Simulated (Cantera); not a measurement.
Charge: 1 mol Si₃N₄, 8.2 mol O₂, 4 mol N₂, 19 mol HCl, at 700 K and 75.0 Torr.

Cantera equilibrium calculation (NASA polynomials, part measured and part estimated; ideal gas, pure solids and liquids). Candidate condensed phases: H₂O, NH₄Cl, Si, SiO₂, Si₂N₂O, Si₃N₄; 47 gas species. Rates play no part.

Base state: HCl 0.268, N₂ 0.220, H₂O 0.214, Cl₂ 0.214, O₂ 0.0835 (mole fractions); condensed: SiO₂(α-quartz).

**Question.** What changes in the equilibrium state with this change: temperature from 700 K to 1573 K?

**Answer.** 
| species | before | after |
|---|---|---|
| HCl | 0.268 | 0.544 |
| N₂ | 0.220 | 0.198 |
| O₂ | 0.0835 | 0.150 |
| Cl₂ | 0.214 | 0.0212 |
| H₂O | 0.214 | 0.0427 |
| Cl | 9.67e-7 | 0.0430 |
| OH | <1e-9 | 0.000153 |
| O | <1e-9 | 1.28e-5 |
| NO | 9.38e-8 | 0.000730 |
| SiO₂(α-quartz), mol | 3.00 | 0 |
| SiO₂(β-quartz), mol | 0 | 3.00 |
The tables hold silica as quartz up to 1696 K and as liquid above; real silica turns to tridymite and cristobalite and melts near 1996 K.
